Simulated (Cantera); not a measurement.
A closed system holds: 1 mol Fe(CO)5, 0.64 mol H2, at 1023 K.

Equilibrium computed with Cantera from the NASA thermochemical tables; the gas is ideal and each condensed phase is pure. Candidate condensed phases: C, C6H6, C7H8, C8H18, Fe, Fe(CO)5, FeO, Fe(OH)2, Fe(OH)3, Fe2O3, Fe3O4, H2O; 114 gas species. The tables' stoichiometric FeO is somewhat more stable than real wüstite, so its field is too wide. FeO: taken at fixed stoichiometry. Condensed phases not in the tables: cementite and carbon dissolved in iron. Rates play no part.

log p: log10 of the partial pressure in bar; n: condensed amount in mol.

| P (Pa) | log p CO | log p CO2 | log p H2 | log p H2O | log p CH4 | n Fe(α) | n C(graphite) | n FeO(s) |
|---|---|---|---|---|---|---|---|---|
| 10 | -4.05 | -8.55 | -4.95 | -9.56 | [?] | 1.00 | 0 | 0 |
| 36 | -3.50 | -7.44 | -4.39 | -8.45 | [?] | 1.00 | 0.000625 | 0 |
| 130 | -2.94 | -6.32 | -3.83 | -7.33 | [?] | 1.00 | 0.00225 | 0 |
| 460 | -2.39 | -5.23 | -3.28 | -6.24 | [?] | 1.00 | 0.00795 | 0 |
| 1700 | -1.82 | -4.10 | -2.71 | -5.10 | [?] | 1.00 | 0.0290 | 0 |
| 6000 | -1.28 | -3.01 | -2.17 | -4.01 | [?] | 1.00 | 0.0983 | 0 |
| 22000 | -0.74 | -1.93 | -1.60 | -2.90 | [?] | 1.00 | 0.315 | 0 |
| 77000 | -0.25 | -0.95 | -1.06 | -1.88 | [?] | 1.00 | 0.781 | 0 |
| 280000 | 0.17 | -0.10 | -0.45 | -0.84 | [?] | 0 | 2.15 | 1.00 |
| 1000000 | 0.55 | 0.65 | 0.00 | -0.01 | [?] | 0 | 2.60 | 1.00 |

Problem. Some entries are withheld; supply them.

Solution. 
- 10, log p CH4: -11.02
- 36, log p CH4: -9.90
- 130, log p CH4: -8.79
- 460, log p CH4: -7.69
- 1700, log p CH4: -6.55
- 6000, log p CH4: -5.46
- 22000, log p CH4: -4.33
- 77000, log p CH4: -3.24
- 280000, log p CH4: -2.03
- 1000000, log p CH4: -1.12
